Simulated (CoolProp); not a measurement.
Vapour-liquid equilibrium of CHF3 (R23) (1) + isobutane (2) at -39.55 °C; x and y are mole fractions of (1).

The numbers come from the multi-fluid Helmholtz-energy mixture model, Penoncello 2003 and Bücker 2006; pair parameters Bell 2016 in CoolProp.

| x | bubble pressure (kPa) | y at the bubble point | dew pressure at overall composition x (kPa) | liquid density (mol/L) |
|---|---|---|---|---|
| 0.05 | 179.5 | 0.834 | 30.93 | 10.95 |
| 0.15 | (withheld) | 0.926 | 34.61 | 11.41 |
| 0.25 | 532.5 | 0.944 | 39.27 | 11.90 |
| 0.35 | 594.1 | 0.951 | 45.37 | (withheld) |
| 0.45 | (withheld) | 0.953 | 53.68 | 13.00 |
| 0.55 | 620.9 | 0.954 | 65.68 | 13.63 |
| 0.65 | 624.0 | 0.954 | 84.55 | 14.35 |
| 0.75 | 634.4 | 0.957 | (withheld) | 15.18 |
| 0.85 | 657.2 | 0.964 | (withheld) | (withheld) |
| 0.95 | 694.7 | 0.983 | 584.5 | 17.39 |

**Question.** Complete the blanks.

**Answer.** 
- 0.15, bubble pressure (kPa): 402.7
- 0.35, liquid density (mol/L): 12.43
- 0.45, bubble pressure (kPa): 616.0
- 0.75, dew pressure at overall composition x (kPa): 118.6
- 0.85, dew pressure at overall composition x (kPa): 198.5
- 0.85, liquid density (mol/L): 16.17

No azeotrope shows between x = 0.05 and 0.95.

Pair parameters are fitted to limited data, so mixtures are less certain than the pure fluids. With so large a gap from Raoult's law the liquid may split in two, which this calculation doesn't test in full.
